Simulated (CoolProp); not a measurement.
R245ca at several states: fugacity coefficient from the reference equation and from simpler models built on Tc = 174.4 °C, pc = 3941 kPa, ω = 0.355; each cubic takes its own stable root.

Computed with CoolProp (reference Helmholtz-energy equation of state, Zhou 2016).

```csv
T (°C),p (kPa),phase,reference
169.55,10000,liquid,0.3125
-54.15,868,liquid,0.001303
-39.15,12.3,liquid,0.2807
-42.35,3100,liquid,0.001016
```

**Question.** How far does each simpler model (van der Waals, Redlich-Kwong, Peng-Robinson) lie from the reference over these 4 states: mean and median of the absolute difference, and the worst?

**Answer.** 
- van der Waals: mean 3432.4 %, median 2625.6 %, worst +8457.2 % at -54.15 °C and 868 kPa
- Redlich-Kwong: mean 291.3 %, median 326.3 %, worst +504.8 % at -54.15 °C and 868 kPa
- Peng-Robinson: mean 10.9 %, median 12.2 %, worst +19.1 % at -54.15 °C and 868 kPa

At some of these states van der Waals, Redlich-Kwong gives the other phase, because its saturation line lies elsewhere.
